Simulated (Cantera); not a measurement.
An isothermal, constant-pressure homogeneous reactor starts with 84.7 % NO, 15.3 % N2, at 1723 K and 1.00 bar.

Computed with Cantera and GRI-Mech 3.0 (53 species, 325 reactions).

x: mole fraction; the columns are a selection and need not sum to one.

| t (s) | x NO | x O | x N2O | x N2 | x NO2 |
|---|---|---|---|---|---|
| 0.000900 | 0.847 | 1.59e-6 | 6.43e-5 | 0.153 | 7.70e-5 |
| 0.00168 | 0.847 | 2.37e-6 | 0.000108 | 0.153 | 0.000148 |
| 0.00313 | 0.847 | … | … | 0.153 | … |
| 0.00585 | 0.846 | 4.93e-6 | 0.000232 | 0.153 | 0.000401 |
| 0.0109 | 0.846 | 5.67e-6 | 0.000273 | 0.153 | 0.000478 |
| 0.0204 | 0.844 | 6.01e-6 | 0.000284 | 0.154 | 0.000509 |
| 0.0380 | 0.841 | 6.40e-6 | 0.000283 | 0.155 | 0.000545 |
| 0.0710 | 0.836 | 7.05e-6 | 0.000279 | 0.158 | 0.000604 |
| 0.132 | 0.826 | 8.11e-6 | 0.000272 | 0.163 | 0.000697 |
| 0.247 | 0.808 | 9.74e-6 | 0.000259 | 0.172 | 0.000831 |
| 0.461 | 0.777 | … | … | … | … |
| 0.861 | 0.724 | 1.52e-5 | 0.000205 | 0.214 | 0.00120 |
| 1.61 | 0.641 | 1.91e-5 | 0.000160 | 0.255 | 0.00135 |
| 3.00 | 0.526 | 2.34e-5 | 0.000107 | 0.313 | 0.00137 |

**Question.** What belongs in the gaps?

**Answer.** 
- 0.00313, x O: 3.61e-6
- 0.00313, x N2O: 0.000169
- 0.00313, x NO2: 0.000266
- 0.461, x O: 1.21e-5
- 0.461, x N2O: 0.000238
- 0.461, x N2: 0.187
- 0.461, x NO2: 0.00101
